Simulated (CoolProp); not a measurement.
Properties of R1234ze(Z) along the isotherm 440 K (Tc = 423.3 K, pc = 3531 kPa, ω = 0.327).

Values from CoolProp's reference Helmholtz-energy equation of state, Akasaka 2019.

```tsv
p (kPa)	phase	isothermal compressibility (1/MPa)	expansivity (1/kK)	fugacity coefficient
27.9	gas	35.94	2.294	0.9974
41	gas	24.48	2.304	0.9962
60.1	gas	16.73	2.319	0.9944
88.3	gas	11.42	2.341	0.9918
130	gas	7.787	2.375	0.9880
190	gas	5.359	2.424	0.9825
279	gas	3.682	2.499	0.9743
410	gas	2.540	2.616	0.9624
601	gas	1.769	2.799	0.9450
883	gas	1.244	3.105	0.9197
1300	gas	0.8929	3.651	0.8828
1900	gas	0.6730	4.728	0.8306
2790	gas	0.5632	7.621	0.7549
4100	supercritical	0.7978	29.53	0.6445
6010	supercritical	0.1017	13.49	0.4951
8830	supercritical	0.03217	6.267	0.3791
```
